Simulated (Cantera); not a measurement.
**Thermodynamics of carbothermic reduction, feed Fe₃O₄ + CH₄ + N₂**

Feed: 1 mol Fe₃O₄, 5.4 mol CH₄, 7.4 mol N₂, at 2252 °C.

Method: chemical equilibrium by Gibbs-energy minimisation in Cantera with the NASA 1993 tables (ideal gas, pure condensed phases). Candidate condensed phases: C, C₆H₆, C₇H₈, C₈H₁₈, Fe, Fe(CO)₅, FeO, Fe(OH)₂, Fe(OH)₃, Fe₂O₃, Fe₃O₄, H₂O; 140 gas species. Iron dissolves carbon and melts from about 1420 K in contact with it, which pure phases cannot show. Condensed phases not in the tables: cementite and carbon dissolved in iron. Equilibrium is a limit: real reactors are often held back by kinetics, nucleation or transport.

| P (Pa) | x H | x H₂ | x N₂ | x CO | x Fe | x HCN | x C₃ | x CN | n C(graphite) | n Fe(l) |
|---|---|---|---|---|---|---|---|---|---|---|
| 10 | 0.535 | 0.0364 | 0.205 | 0.114 | 0.0856 | 0.00645 | 0.00713 | 0.00568 | 0 | 0 |
| 52 | 0.422 | 0.118 | 0.223 | 0.125 | 0.0935 | 0.0122 | 0.00140 | 0.00262 | 0.602 | 0 |
| 270 | 0.259 | 0.230 | 0.245 | 0.138 | 0.104 | 0.0179 | 0.000271 | 0.00121 | 0.580 | 0 |
| 1400 | 0.133 | 0.317 | 0.261 | 0.148 | 0.111 | 0.0217 | 5.22e-5 | 0.000547 | 0.508 | 0 |
| 7200 | 0.0632 | 0.366 | 0.271 | 0.154 | 0.115 | 0.0237 | 1.01e-5 | 0.000246 | 0.466 | 0 |
| 37000 | 0.0291 | 0.398 | 0.282 | 0.160 | 0.0982 | 0.0252 | 1.97e-6 | 0.000110 | 0.445 | 0.544 |
| 190000 | 0.0136 | 0.446 | 0.309 | 0.176 | 0.0191 | 0.0280 | 3.84e-7 | 5.10e-5 | 0.434 | 2.56 |
| 1000000 | 0.00600 | 0.458 | 0.315 | 0.179 | 0.00363 | 0.0286 | 7.30e-8 | 2.25e-5 | 0.424 | 2.92 |
x: gas mole fraction; n: condensed amount in mol.

At 0.000100 bar nothing is condensed. From 0.000520 bar to 0.0720 bar the condensed part is C(graphite). From 0.370 bar to 10.0 bar the condensed part is C(graphite) + Fe(l). The main Fe-bearing gas is Fe throughout.
